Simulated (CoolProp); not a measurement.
Saturation properties of ethanol (Tc = 241.6 °C, pc = 6.268 MPa, ω = 0.644).

Model: reference Helmholtz-energy equation of state, Schroeder 2014, in CoolProp.

```json
[
 {"T (°C)": "71.55", "p (MPa)": "0.07678", "liquid density (kg/m³)": "743.1", "vapour density (kg/m³)": "1.268", "enthalpy of vaporisation (kJ/kg)": "860.5", "surface tension (mN/m)": "17.4"},
 {"T (°C)": "76.65", "p (MPa)": "0.09445", "liquid density (kg/m³)": "738.2", "vapour density (kg/m³)": "1.544", "enthalpy of vaporisation (kJ/kg)": "852.5", "surface tension (mN/m)": "16.9"},
 {"T (°C)": "81.75", "p (MPa)": "0.1154", "liquid density (kg/m³)": "733.1", "vapour density (kg/m³)": "1.868", "enthalpy of vaporisation (kJ/kg)": "844.1", "surface tension (mN/m)": "16.4"},
 {"T (°C)": "86.85", "p (MPa)": "0.1400", "liquid density (kg/m³)": "727.9", "vapour density (kg/m³)": "2.245", "enthalpy of vaporisation (kJ/kg)": "835.3", "surface tension (mN/m)": "15.9"},
 {"T (°C)": "91.95", "p (MPa)": "0.1689", "liquid density (kg/m³)": "722.6", "vapour density (kg/m³)": "2.685", "enthalpy of vaporisation (kJ/kg)": "826.2", "surface tension (mN/m)": "15.4"},
 {"T (°C)": "97.05", "p (MPa)": "0.2024", "liquid density (kg/m³)": "717.2", "vapour density (kg/m³)": "3.193", "enthalpy of vaporisation (kJ/kg)": "816.6", "surface tension (mN/m)": "?"},
 {"T (°C)": "102.15", "p (MPa)": "0.2412", "liquid density (kg/m³)": "711.6", "vapour density (kg/m³)": "?", "enthalpy of vaporisation (kJ/kg)": "806.7", "surface tension (mN/m)": "14.4"},
 {"T (°C)": "107.25", "p (MPa)": "?", "liquid density (kg/m³)": "705.9", "vapour density (kg/m³)": "?", "enthalpy of vaporisation (kJ/kg)": "796.2", "surface tension (mN/m)": "13.9"},
 {"T (°C)": "112.35", "p (MPa)": "0.3370", "liquid density (kg/m³)": "700.0", "vapour density (kg/m³)": "5.215", "enthalpy of vaporisation (kJ/kg)": "785.3", "surface tension (mN/m)": "13.4"},
 {"T (°C)": "117.45", "p (MPa)": "0.3953", "liquid density (kg/m³)": "693.9", "vapour density (kg/m³)": "6.087", "enthalpy of vaporisation (kJ/kg)": "774.0", "surface tension (mN/m)": "12.8"},
 {"T (°C)": "122.55", "p (MPa)": "0.4614", "liquid density (kg/m³)": "687.6", "vapour density (kg/m³)": "7.076", "enthalpy of vaporisation (kJ/kg)": "762.1", "surface tension (mN/m)": "12.3"}
]
```

Task: Some entries are withheld; supply them.

Result: 
- 97.05, surface tension (mN/m): 14.9
- 102.15, vapour density (kg/m³): 3.778
- 107.25, p (MPa): 0.2859
- 107.25, vapour density (kg/m³): 4.449

It boils at 78.4 °C under 1 atm.

Surface tension comes from a separate correlation (Mulero 2012).
